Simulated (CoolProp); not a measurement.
Vapour-liquid equilibrium of R152A (1) + n-pentane (2) at 316.4 K; x and y are mole fractions of (1).

The numbers come from the multi-fluid Helmholtz-energy mixture model, Outcalt 1996 and Thol 2019; pair parameters Bell 2016 in CoolProp.

### Question
Give the bubble pressure and the first vapour's composition at x = 0.125, 0.275, 0.5. Is there an azeotrope?

### Answer
x = 0.125: 0.4055 MPa, y = 0.689; x = 0.275: 0.6026 MPa, y = 0.801; x = 0.5: 0.7536 MPa, y = 0.857. No azeotrope shows between x = 0.05 and 0.95.

The pair parameters rest on a limited set of measurements; away from them the model extrapolates. With so large a gap from Raoult's law the liquid may split in two, which this calculation doesn't test in full.
